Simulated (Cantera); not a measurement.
Charge: 1 mol BN, 6.9 mol HF, equilibrated at 1373 K and 0.0278 Torr.

Equilibrium computed with Cantera from the NASA thermochemical tables; the gas is ideal and each condensed phase is pure. Candidate condensed phases: B, BN; 31 gas species. The tables' values for BF₂ are old estimates; treat these amounts as uncertain. The numbers say what is thermodynamically allowed, not how fast it happens.

### Question
What is the equilibrium state?

### Answer
- x(HF): 0.565
- x(H₂): 0.217
- x(BF₃): 0.145
- x(N₂): 0.0724
- x(H): 0.000255
- x(BF₂): 0.000142
- x(BHF₂): 1.72e-5
- gas amount: 6.901 mol
- log10 activity of B(s) (absent): -6.99
